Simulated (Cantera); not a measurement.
Cantera run, input and output.

```python
import numpy as np
import cantera as ct

gas = ct.Solution("h2o2.yaml")
gas.TPX = 350, 720000, {'H2': 1, 'O2': 0.357, 'N2': 1.21, 'H2O': 0.13}
flame = ct.FreeFlame(gas, width=0.01)
flame.set_refine_criteria(ratio=3, slope=0.08, curve=0.16)
flame.transport_model = "mixture-averaged"
flame.solve(loglevel=0, auto=True)
z, T = flame.grid, flame.T
thick = (T[-1] - T[0]) / np.gradient(T, z).max()
show = ['H2', 'O2', 'H2O', 'O', 'OH', 'H']
print(f"laminar burning velocity  {flame.velocity[0] * 100:.3f} cm/s")
print(f"burnt temperature         {T[-1]:.1f} K")
print(f"thermal thickness         {thick * 1e3:.4f} mm")
print(f"grid points               {len(z)}")
z0 = z[flame.heat_release_rate.argmax()]
print(f"{'z/mm':>9s}{'T/K':>9s}{'u/(m/s)':>9s}" + "".join(f"{s:>11s}" for s in show))
rows = []
for k in (-3, -2, -1.5, -1, -0.5, -0.25, 0, 0.25, 0.5, 1, 2, 4, 8):
    zz = z0 + k * thick
    rows.append([k * thick, np.interp(zz, z, T), np.interp(zz, z, flame.velocity),
                 *(np.interp(zz, z, flame.X[gas.species_index(s)]) for s in show)])
    print(f"{rows[-1][0] * 1e3:9.3f}{rows[-1][1]:9.1f}{rows[-1][2]:9.3f}" + "".join(f"{x:11.3e}" for x in rows[-1][3:]))
```

It prints:

```
laminar burning velocity  320.817 cm/s
burnt temperature         2336.5 K
thermal thickness         0.0287 mm
grid points               112
     z/mm      T/K  u/(m/s)         H2         O2        H2O          O         OH          H
   -0.086    350.0    3.208  3.707e-01  1.324e-01  4.821e-02  1.023e-10  3.681e-13  3.721e-15
   -0.057    350.1    3.208  3.706e-01  1.324e-01  4.822e-02  9.602e-10  5.928e-12  4.838e-14
   -0.043    350.6    3.209  3.699e-01  1.326e-01  4.828e-02  8.206e-09  2.974e-10  1.781e-12
   -0.029    355.2    3.235  3.662e-01  1.333e-01  4.868e-02  9.540e-08  2.134e-08  1.357e-10
   -0.014    456.1    4.003  3.371e-01  1.370e-01  5.605e-02  5.271e-06  1.907e-05  2.225e-06
   -0.007    817.3    6.884  2.885e-01  1.269e-01  9.394e-02  1.634e-04  8.990e-04  1.175e-03
    0.000   1284.5   10.557  2.266e-01  9.561e-02  1.673e-01  1.199e-03  2.123e-03  9.488e-03
    0.007   1610.9   13.118  1.709e-01  5.676e-02  2.419e-01  2.497e-03  4.314e-03  2.114e-02
    0.014   1801.2   14.611  1.358e-01  2.904e-02  2.920e-01  2.710e-03  6.670e-03  2.818e-02
    0.029   1979.4   15.972  1.121e-01  8.140e-03  3.306e-01  2.080e-03  8.847e-03  2.885e-02
    0.057   2114.9   16.951  1.086e-01  2.115e-03  3.456e-01  1.184e-03  8.265e-03  2.126e-02
    0.115   2211.5   17.618  1.101e-01  8.249e-04  3.531e-01  5.147e-04  6.048e-03  1.331e-02
    0.230   2273.9   18.036  1.113e-01  3.000e-04  3.582e-01  1.842e-04  3.845e-03  7.704e-03
```

Model: the H2/O2 subset of GRI-Mech 3.0, which has no nitrogen chemistry, integrated in Cantera. The hydrogen kinetics of GRI-Mech 3.0 are dated; newer H2 mechanisms differ, most at raised pressure. Burning velocities carry a grid error of a few per cent, more on coarse grids.
